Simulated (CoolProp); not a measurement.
Properties of CF4 (R14) along the isotherm 217 K (Tc = 227.4 K, pc = 37.62 bar, ω = 0.178).

The numbers come from the reference Helmholtz-energy equation of state, Platzer 1990 in CoolProp. This equation is an older, rougher fit.

```csv
p (bar),phase,Z,cp (kJ/(kg K)),speed of sound (m/s),Joule-Thomson coefficient (K/MPa),fugacity coefficient
1.57,gas,0.9834,0.5722,155.2,11.57,0.9837
3.14,gas,0.9665,0.5813,153.4,11.77,0.9674
4.7,gas,0.9492,?,151.5,11.98,0.9514
6.27,gas,0.9314,0.6033,149.6,12.20,0.9353
7.84,gas,0.9130,0.6167,147.7,12.43,0.9192
9.41,gas,?,0.6321,145.7,12.67,?
11,gas,0.8742,0.6502,143.7,12.92,0.8871
12.5,gas,0.8547,0.6702,141.6,13.17,0.8719
14.1,gas,0.8330,0.6953,139.4,13.45,0.8557
15.7,gas,0.8103,0.7255,137.1,13.73,0.8394
17.2,gas,0.7879,0.7600,134.8,14.01,0.8242
18.8,gas,0.7625,0.8056,132.2,14.32,0.8079
```

Problem. Some entries are withheld; supply them.

Solution. 
- 4.7, cp (kJ/(kg K)): 0.5916
- 9.41, Z: 0.8940
- 9.41, fugacity coefficient: 0.9032
